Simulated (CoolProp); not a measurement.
A single-stage vapour-compression cycle with hydrogen sulfide: evaporating at 234.15 K (dew point), condensing at 274.15 K (bubble point), superheat 5 K, subcooling 0 K, compressor efficiency 0.85, no pressure losses. Each further row changes one setting.

Model: reference Helmholtz-energy equation of state, Lemmon 2006, in CoolProp. It is a short technical equation, of lower accuracy than the large ones.

| case | cooling COP | pressure ratio | discharge temperature (K) | refrigerating effect (kJ/kg) | volumetric capacity (kJ/m³) |
|---|---|---|---|---|---|
| as stated | [?] | 3.98 | 351.9 | 444 | 2120 |
| evaporating temperature 239.15 K | 4.92 | 3.25 | 340.1 | [?] | [?] |
| condensing temperature 269.15 K | 4.82 | 3.43 | 338.0 | 454 | 2170 |
| subcooling 5 K | 4.22 | 3.98 | 351.9 | 454 | 2170 |
| superheat 15 K | [?] | 3.98 | 366.3 | 454 | 2080 |
| compressor efficiency 0.75 | [?] | 3.98 | [?] | 444 | 2120 |

Q: Complete the blanks.

A: 
- as stated, cooling COP: 4.13
- evaporating temperature 239.15 K, refrigerating effect (kJ/kg): 447
- evaporating temperature 239.15 K, volumetric capacity (kJ/m³): 2580
- superheat 15 K, cooling COP: 4.03
- compressor efficiency 0.75, cooling COP: 3.64
- compressor efficiency 0.75, discharge temperature (K): 364.9
